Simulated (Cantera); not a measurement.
A Cantera script and what it prints.

```python
import numpy as np
import cantera as ct

gas_names = """
    H HO2 H2 H2O H2O2 H2S H2SO4 Mg MgH MgO MgOH MgO2H2 MgS Mg2 O OH O2 O3 S SH SO SO2 SO3 S2 S2O S8
""".split()
cond_names = """
    H2O(s) H2O(L) H2SO4(L) Mg(cr) Mg(L) MgO(s) MgO(L) MgO2H2(s) MgS(s) MgSO4(s) MgSO4(L) S(cr1) S(cr2)
    S(L)
""".split()


def load(file, names, dense=False):
    # The tables refer to 1 bar. Condensed volumes are neglected.
    table = {s.name: s for s in ct.Species.list_from_file(file)}
    out = []
    for n in names:
        d = dict(table[n].input_data)
        d["thermo"] = dict(d["thermo"], **{"reference-pressure": 1e5})
        if dense:
            d["equation-of-state"] = {"model": "constant-volume", "density": "1e6 g/cm^3"}
        out.append(ct.Species.from_dict(d))
    return out


gas = ct.Solution(thermo="ideal-gas", species=load("nasa_gas.yaml", gas_names))
cond = {s.name: ct.Solution(thermo="fixed-stoichiometry", species=[s], name=s.name)
        for s in load("nasa_condensed.yaml", cond_names, dense=True)}
atoms = {
    'MgSO4': {'Mg': 1, 'S': 1, 'O': 4},
    'H2': {'H': 2},
}
top_T = {'MgS(s)': 2250}  # K; cautious upper limits of use, not melting points


def equilibrate(T, P, feed):
    n = {}
    for name, mol in feed.items():
        for a, k in atoms[name].items():
            n[a] = n.get(a, 0.0) + k * mol
    gas.TPX = T, P, n
    mass = sum(n.values()) * gas.mean_molecular_weight
    gas.equilibrate("TP")
    valid = [c for c in cond.values() if c.min_temp <= T <= top_T.get(c.name, c.max_temp)]
    mix = ct.Mixture([(gas, mass / gas.mean_molecular_weight)] + [(c, 0.0) for c in valid])
    mix.T, mix.P = T, P
    mix.equilibrate("TP", solver="vcs", rtol=1e-11, max_steps=5000)
    return mix


results = []
feed = {'MgSO4': 1, 'H2': 0.71}  # mol
P = 14000  # Pa
for T in [1823, 1898, 1973, 2048, 2123, 2198, 2273]:
    mix = equilibrate(T, P, feed)
    results.append((T, P, feed, dict(zip(mix.species_names, mix.species_moles))))

top = {s: max(r[3][s] / sum(r[3][g] for g in gas_names) for r in results) for s in gas_names}
cols = sorted((s for s in top if top[s] > 1e-06), key=lambda s: -top[s])[:8]
seen = [c for c in cond_names if any(r[3].get(c, 0) > 1e-12 for r in results)]
print("log10 of partial pressures in bar; condensed amounts in mol")
print(f"{'T/K':>10s}" + "".join(f"{s[:9]:>10s}" for s in cols + seen))
for T, P, feed, n in results:
    ng = sum(n[g] for g in gas_names)
    print(f"{T:10.4g}" + "".join(f"{np.log10(max(n[s] / ng * P / 1e5, 1e-99)):10.3f}" for s in cols)
          + "".join(f"{n.get(c, 0):10.4g}" for c in seen))
```

Result:

```
log10 of partial pressures in bar; condensed amounts in mol
       T/K       SO2       H2O        O2        OH        SO        H2         O         H    MgO(s)
      1823    -1.123    -1.273    -1.965    -3.560    -4.733    -4.467    -4.804    -5.597         1
      1898    -1.123    -1.274    -1.965    -3.376    -4.392    -4.184    -4.515    -5.199         1
      1973    -1.124    -1.275    -1.966    -3.207    -4.077    -3.922    -4.249    -4.831         1
      2048    -1.125    -1.278    -1.966    -3.050    -3.785    -3.681    -4.001    -4.490         1
      2123    -1.127    -1.282    -1.966    -2.906    -3.516    -3.458    -3.771    -4.174    0.9999
      2198    -1.129    -1.287    -1.964    -2.771    -3.266    -3.253    -3.556    -3.881    0.9998
      2273    -1.134    -1.295    -1.960    -2.647    -3.036    -3.066    -3.353    -3.608    0.9996
```

Equilibrium computed with Cantera from the NASA thermochemical tables; the gas is ideal and each condensed phase is pure.
